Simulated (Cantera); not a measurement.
Feed: 1 mol Si3N4, 0.048 mol O2, a varied amount of H2, held at 1927 °C and 0.200 bar.

Equilibrium computed with Cantera from the NASA thermochemical tables; the gas is ideal and each condensed phase is pure. Candidate condensed phases: H2O, Si, SiO2, Si2N2O, Si3N4; 35 gas species. The tables' values for SiN are old estimates; treat these amounts as uncertain. Gases not in the tables: Si2H6 and higher silanes. Equilibrium is a limit: real reactors are often held back by kinetics, nucleation or transport.

Question: At 18 mol H2, list the 5 most abundant gas species with their mole fractions, and the condensed phases.

Answer: H2 0.882, N2 0.0987, H 0.0118, SiO 0.00474, Si 0.00184. Condensed: Si(l).
